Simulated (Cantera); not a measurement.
An adiabatic, constant-pressure homogeneous reactor starts with CH₄ : O₂ : N₂ = 1 : 1.82 : 6.55 (molar parts), at 1350 K and 80000 Pa. Integrator tolerance rtol = 1e-08.

Cantera simulation using GRI-Mech 3.0 (53 species, 325 reactions); the numbers are that mechanism's predictions, not measurements.

```tsv
quantity	before	after
time of steepest temperature rise	7.53 ms	7.11 ms
temperature at 3.00 s	2697 K	2880 K
equilibrium temperature	2697 K	2880 K
x(CH₄) at 3.00 s	<1e-12 (gas-phase equilibrium <1e-12)	<1e-12 (gas-phase equilibrium <1e-12)
x(O₂) at 3.00 s	0.0119 (gas-phase equilibrium 0.0119)	0.0143 (gas-phase equilibrium 0.0143)
x(CO) at 3.00 s	0.0506 (gas-phase equilibrium 0.0506)	0.0569 (gas-phase equilibrium 0.0569)
x(HCO) at 3.00 s	4.33e-8 (gas-phase equilibrium 4.33e-8)	1.22e-7 (gas-phase equilibrium 1.22e-7)
x(C₂H₄) at 3.00 s	<1e-12 (gas-phase equilibrium <1e-12)	<1e-12 (gas-phase equilibrium <1e-12)
```

**Question.** What was changed between the two runs?
A. pressure from 80000 Pa to 1100000 Pa
B. pressure from 80000 Pa to 2400000 Pa
C. constant volume in place of constant pressure
D. CH4 1 to 1.3 parts

**Answer.** C, constant volume in place of constant pressure
